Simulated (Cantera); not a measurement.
Charge: 1 mol Si3N4, 1.8 mol N2O, 380 mol N2, held at 1.20 Pa.

These are equilibrium values from Cantera (NASA tables, ideal gas, pure condensed phases), not measurements of a reactor. Candidate condensed phases: Si, SiO2, Si2N2O, Si3N4; 16 gas species. Mutual solubility and eutectic melting of coexisting phases are not modelled. The tables hold silica as quartz up to 1696 K and as liquid above; real silica turns to tridymite and cristobalite and melts near 1996 K. Rates play no part.

Which condensed phases are stable at each of these points (T (°C)): 750, 800, 850, 900, 950, 1000, 1050, 1100, 1150, 1200, 1250, 1300, 1350?


```csv
T (°C),condensed phases,Si condensed (%)
750,SiO2(β-quartz) + Si2N2O(s),100.0
800,SiO2(β-quartz) + Si2N2O(s),100.0
850,SiO2(β-quartz) + Si2N2O(s),99.9
900,SiO2(β-quartz) + Si2N2O(s),98.7
950,SiO2(β-quartz) + Si2N2O(s),89.1
1000,Si2N2O(s),80.0
1050,Si2N2O(s),80.0
1100,Si2N2O(s),79.7
1150,Si3N4(s),38.6
1200,Si(s),34.0
1250,Si(s),20.3
1300,gas only,0.0
1350,gas only,0.0
```

From 750 °C to 950 °C the condensed part is SiO2(β-quartz) + Si2N2O(s). From 1000 °C to 1100 °C the condensed part is Si2N2O(s). At 1150 °C the condensed part is Si3N4(s). From 1200 °C to 1250 °C the condensed part is Si(s). From 1300 °C to 1350 °C nothing is condensed.
